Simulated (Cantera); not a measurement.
Feed: 1 mol SiH₂Cl₂, 0.015 mol C₂H₂, 8 mol H₂, at 1.00 bar.

Cantera equilibrium calculation (NASA polynomials, part measured and part estimated; ideal gas, pure solids and liquids). Candidate condensed phases: C, C₆H₆, C₇H₈, C₈H₁₈, Si, SiC; 109 gas species. Mutual solubility and eutectic melting of coexisting phases are not modelled. Gases not in the tables: Si₂H₆ and higher silanes. Equilibrium is a limit: real reactors are often held back by kinetics, nucleation or transport.

Question: What share of the Si ends up in condensed phases as a function of T (°C), at 975, 1075, 1175, 1275, 1375, 1475, 1575, 1675, 1775, 1875, 1975, 2075?

Answer: 
```tsv
T (°C)	Si condensed (%)	as
975	51.9	Si(s) + SiC(s)
1075	54.0	Si(s) + SiC(s)
1175	54.5	Si(s) + SiC(s)
1275	53.8	Si(s) + SiC(s)
1375	52.8	Si(s) + SiC(s)
1475	53.8	Si(l) + SiC(s)
1575	56.1	Si(l) + SiC(s)
1675	58.2	Si(l) + SiC(s)
1775	60.0	Si(l) + SiC(s)
1875	61.4	Si(l) + SiC(s)
1975	62.2	Si(l) + SiC(s)
2075	61.9	Si(l) + SiC(s)
```
